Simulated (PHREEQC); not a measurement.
**Acid mine or pickling water (model solution)**

Model water analysis in mg/L, 75 °C, pH 3.74, pe 8.9:

```tsv
constituent	mg/L
Na	29.8
K	2.58
Ca	105
Mg	12.1
Cl	54.2
S(6) as SO4	594
Al	0.0241
Mn(2)	0.887
```

Valence states are taken as typed.

Equilibrium calculation in PHREEQC: ion-association model, phreeqc.dat.

Precipitation was switched off in this run.

### Question
Predict the ionic strength.

### Answer
ionic strength 0.0157 mol/kgw.

### Question
In which forms is K present?

### Answer
K+ 96 %, KSO4- 4.0 % of the K.

Species that the database lacks are ignored. At this temperature some constants are extrapolated from 25 °C, and those without enthalpy data are left unchanged.
